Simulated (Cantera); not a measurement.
A freely propagating, adiabatic, planar premixed flame of 38.7 % H2, 12.9 % O2, 48.4 % N2, equivalence ratio 1.5, unburnt at 650 K and 0.132 atm; mixture-averaged transport, grid criteria slope 0.08 and curve 0.16, no radiation.

Computed with Cantera and the H2/O2 subset of GRI-Mech 3.0, which has no nitrogen chemistry. Burning velocities carry a grid error of a few per cent, more on coarse grids.

Task: Predict: laminar burning velocity; thermal thickness; peak x(O); peak x(H); peak x(OH).

Result: 
| Property | Result |
|---|---|
| laminar burning velocity | 800 cm/s |
| thermal thickness | 6.53 mm |
| peak x(O) | 0.00953 |
| peak x(H) | 0.133 |
| peak x(OH) | 0.0130 |
